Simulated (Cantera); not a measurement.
Cantera run:

```python
import numpy as np
import cantera as ct

gas_names = """
    H H2 Si SiH SiH2 SiH3 SiH4 Si2 Si3
""".split()
cond_names = """
    Si(cr) Si(L)
""".split()


# ... load() reads the species with a 1 bar reference pressure and builds the phases ...
atoms = {
    'Si': {'Si': 1},
    'H2': {'H': 2},
}
top_T = {}  # K; cautious upper limits of use, not melting points


# ... equilibrate(T, P, feed) seeds the gas with the atoms and calls Mixture.equilibrate('TP', solver="vcs", rtol=1e-11, max_steps=5000) ...
results = []
feed = {'Si': 1, 'H2': 1}  # mol
T = 900  # K
P = 1300000  # Pa
mix = equilibrate(T, P, feed)
results.append((T, P, feed, dict(zip(mix.species_names, mix.species_moles))))
x = sorted(zip(gas.X, gas.species_names), reverse=True)
print(f"T = {T:g} K  P = {P:g} Pa  gas = {mix.phase_moles(0):.4g} mol")
print("   x: " + "  ".join(f"{s} {v:.3e}" for v, s in x if v > 1e-06))
print("   condensed (mol): " + ("  ".join(f"{mix.phase(i).name} {mix.phase_moles(i):.4g}"
      for i in range(1, mix.n_phases) if mix.phase_moles(i) > 1e-12) or "none"))
```

Output:

```
T = 900 K  P = 1.3e+06 Pa  gas = 1 mol
   x: H2 1.000e+00  SiH4 3.930e-06
   condensed (mol): Si(cr) 1
```

Method: chemical equilibrium by Gibbs-energy minimisation in Cantera with the NASA 1993 tables (ideal gas, pure condensed phases).
